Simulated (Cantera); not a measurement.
An adiabatic, constant-volume homogeneous reactor starts with CH4 : O2 : N2 = 1 : 6.25 : 23.5 (molar parts), equivalence ratio 0.32, at 1498 K and 1.01 bar.

Computed with Cantera and GRI-Mech 3.0 (53 species, 325 reactions).

x: mole fraction; the columns are a selection and need not sum to one.

```csv
t (s),T (K),P (bar),x CH4,x O2,x CO2,x NO2,x N2O,x CH2O,x HO2
4.00e-6,1498,1.01,0.0325,0.203,<1e-12,<1e-12,<1e-12,2.17e-9,1.08e-7
9.25e-6,1498,1.01,0.0325,0.203,1.05e-12,<1e-12,<1e-12,(withheld),(withheld)
2.14e-5,1498,1.01,0.0325,0.203,9.48e-12,<1e-12,3.45e-12,7.90e-8,5.62e-7
4.95e-5,1498,1.01,0.0325,0.203,1.08e-10,<1e-12,1.53e-11,4.90e-7,1.25e-6
0.000114,1498,1.01,0.0325,0.203,1.87e-9,<1e-12,7.12e-11,3.45e-6,2.62e-6
0.000264,1498,1.01,0.0324,0.203,6.74e-8,<1e-12,3.29e-10,3.27e-5,5.00e-6
0.000612,1505,1.02,0.0310,0.202,9.40e-6,<1e-12,2.36e-9,0.000519,2.60e-5
0.00141,2328,1.58,<1e-12,0.136,0.0314,2.00e-7,8.35e-7,<1e-12,5.60e-6
0.00327,2330,1.58,<1e-12,0.136,0.0315,(withheld),8.13e-7,<1e-12,5.66e-6
0.00756,2327,1.58,<1e-12,0.136,0.0315,1.59e-6,8.11e-7,<1e-12,5.61e-6
0.0175,2323,1.58,<1e-12,0.135,0.0315,3.57e-6,8.08e-7,<1e-12,5.51e-6
0.0404,2315,1.57,<1e-12,0.133,0.0315,7.03e-6,8.08e-7,<1e-12,5.34e-6
0.0935,2306,1.56,<1e-12,0.131,0.0316,1.11e-5,8.18e-7,<1e-12,5.14e-6
0.216,2302,1.56,<1e-12,0.131,0.0316,1.31e-5,8.27e-7,<1e-12,5.05e-6
0.500,2301,1.56,<1e-12,0.130,0.0316,1.34e-5,8.28e-7,<1e-12,5.04e-6
```

Question: Complete the blanks.

Answer: 
- 9.25e-6, x CH2O: 1.32e-8
- 9.25e-6, x HO2: 2.47e-7
- 0.00327, x NO2: 6.32e-7
